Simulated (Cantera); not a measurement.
An isothermal, constant-pressure homogeneous reactor starts with 3.91 % H₂, 96.1 % O₂, equivalence ratio 0.020, at 1450 K and 0.00440 bar.

Model: the H2/O2 subset of GRI-Mech 3.0, which has no nitrogen chemistry, integrated in Cantera. Radical loss at walls, strong at low pressure, is not modelled. The temperature is held fixed by assumption; the heat of reaction is taken as removed at once.

### Question
Predict: x(H₂) at 10.0 s; x(O₂) at 10.0 s; x(H₂O₂) at 10.0 s; x(H₂O) at 10.0 s; x(O) at 10.0 s; x(H) at 10.0 s; x(OH) at 10.0 s.

### Answer
```
Property                                              Result
-----------------  -----------------------------------------
x(H₂) at 10.0 s      1.64e-5 (gas-phase equilibrium 5.85e-7)
x(O₂) at 10.0 s          0.959 (gas-phase equilibrium 0.960)
x(H₂O₂) at 10.0 s   2.41e-9 (gas-phase equilibrium 3.99e-10)
x(H₂O) at 10.0 s       0.0394 (gas-phase equilibrium 0.0398)
x(O) at 10.0 s      0.000843 (gas-phase equilibrium 2.99e-5)
x(H) at 10.0 s       1.64e-5 (gas-phase equilibrium 1.10e-7)
x(OH) at 10.0 s    0.000947 (gas-phase equilibrium 0.000179)
```
